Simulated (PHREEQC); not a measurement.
A column of 1 m (30 cells, dispersivity 0.035 m, 60 s a shift, diffusion coefficient 3e-10 m²/s) holds 0.056 eq of the database's cation exchanger X per kg of pore water, first in equilibrium with 0.0023 mol LiCl, 0.00088 mol NaCl, 0.001 mol KBr and 1e-05 mol HCl per kg of water. It is flushed with 0.058 mol/kgw MnCl2, 0.00062 mol/kgw NH4Cl and 1e-05 mol/kgw HCl, at 15 °C. Values are for the last cell. CO2 from the air is kept out. No solid was allowed to form.

Base run: PHREEQC, ion-association model, phreeqc.dat. Each further column changes one thing. The table gives Li in solution (mol/kgw).

```
pore volumes      base  exchange capacity from 0.056 to 0.028 eq/kgw  dispersivity from 0.035 to 0.07 m
------------  --------  --------------------------------------------  ---------------------------------
0              0.00230                                       0.00230                            0.00230
0.4167         0.00232                                       0.00232                            0.00294
0.9167          0.0256                                           ___                             0.0207
1.317          0.00862                                       0.00298                                ___
1.717          0.00129                                           ___                            0.00225
2.117         0.000160                                       4.10e-5                                ___
2.617          1.01e-5                                       2.06e-6                                ___
3.017          1.03e-6                                       1.75e-7                            3.32e-5
```

Q: Fill in the missing entries.

A: 
- 0.9167, exchange capacity from 0.056 to 0.028 eq/kgw: 0.0143
- 1.317, dispersivity from 0.035 to 0.07 m: 0.00754
- 1.717, exchange capacity from 0.056 to 0.028 eq/kgw: 0.000391
- 2.117, dispersivity from 0.035 to 0.07 m: 0.000634
- 2.617, dispersivity from 0.035 to 0.07 m: 0.000124
